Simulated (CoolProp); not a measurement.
The fluid at 315.21 K and 6.5 MPa is throttled through a valve to 2.45 MPa with no heat exchange. The same conditions are run with several fluids, on thermodynamics alone (safety and materials aside).

Values from CoolProp's reference Helmholtz-energy equation of state of each fluid (R1132(E): Akasaka 2024; octamethyltrisiloxane (MDM): Thol 2017; toluene: Lemmon 2006; R404A: Lemmon 2003; R507A: Lemmon 2003). Blends and air are pseudo-pure fits.

```csv
fluid,temperature change (K),final density (kg/m³)
R1132(E),-1.6,851
octamethyltrisiloxane (MDM),+1.7,800
toluene,+1.8,847
R404A,-1.7,974
R507A,-1.8,976
```
